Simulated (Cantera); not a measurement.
## Adiabatic ignition

An adiabatic, constant-pressure homogeneous reactor starts with CO : H₂ : CH₄ : O₂ : N₂ = 1 : 0.63 : 0.042 : 2.04 : 24.5 (molar parts), equivalence ratio 0.44, at 998 K and 4.93 atm.

Cantera simulation using GRI-Mech 3.0 (53 species, 325 reactions); the numbers are that mechanism's predictions, not measurements. Below about 1000 K GRI-Mech 3.0 lacks low-temperature oxidation paths.

```tsv
t (s)	T (K)	x CO	x H₂	x CH₄	x C₂H₆	x CH₂O
3.00e-6	998	0.0354	0.0223	0.00149	<1e-12	<1e-12
7.17e-6	998	0.0354	0.0223	0.00149	<1e-12	<1e-12
1.72e-5	998	0.0354	0.0223	0.00149	<1e-12	<1e-12
4.10e-5	998	0.0354	0.0223	0.00149	<1e-12	<1e-12
9.81e-5	998	0.0354	0.0223	0.00149	<1e-12	5.31e-12
0.000235	998	0.0354	0.0223	0.00149	<1e-12	2.42e-11
0.000561	998	0.0354	0.0223	0.00149	<1e-12	1.11e-10
0.00134	998	0.0354	0.0223	0.00149	1.41e-12	7.83e-10
0.00321	998	0.0354	0.0223	0.00149	9.90e-11	2.55e-8
0.00767	1000	0.0354	0.0222	0.00148	1.48e-8	4.33e-6
0.0183	1056	0.0336	0.0177	0.00113	5.91e-7	6.64e-5
0.0439	1490	4.77e-7	1.01e-7	<1e-12	<1e-12	<1e-12
0.105	1490	3.51e-7	9.46e-8	<1e-12	<1e-12	<1e-12
0.251	1490	3.51e-7	9.46e-8	<1e-12	<1e-12	<1e-12
0.600	1490	3.51e-7	9.46e-8	<1e-12	<1e-12	<1e-12
```
x: mole fraction; the columns are a selection and need not sum to one.

```
Quantity                                                            Result
---------------------------------  ---------------------------------------
time of steepest temperature rise                                  20.2 ms
temperature at 0.600 s                                              1490 K
equilibrium temperature                                             1488 K
x(CO) at 0.600 s                   3.51e-7 (gas-phase equilibrium 3.45e-7)
x(H₂) at 0.600 s                   9.46e-8 (gas-phase equilibrium 9.32e-8)
x(CH₄) at 0.600 s                    <1e-12 (gas-phase equilibrium <1e-12)
```
